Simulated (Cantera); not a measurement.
Mixture: 3.52 % CO, 3.42 % H₂, 3.45 % CH₄, 18.8 % O₂, 70.8 % N₂, equivalence ratio 0.55, at 1.00 bar, adiabatic and at constant pressure. Ignition delay is the time to a rise of 400 K.

Detailed kinetics in Cantera: GRI-Mech 3.0 (53 species, 325 reactions). Where the delays flatten at high temperature, the 400 K rule measures the pace of heat release, not the induction time.

Problem. Predict: delay at 1275 K; delay at 1425 K; delay at 1575 K; delay at 1725 K; delay at 1875 K.

Solution. 
| Quantity | Result |
|---|---|
| delay at 1275 K | 0.321 ms |
| delay at 1425 K | 0.130 ms |
| delay at 1575 K | 66.6 µs |
| delay at 1725 K | 38.7 µs |
| delay at 1875 K | 24.9 µs |
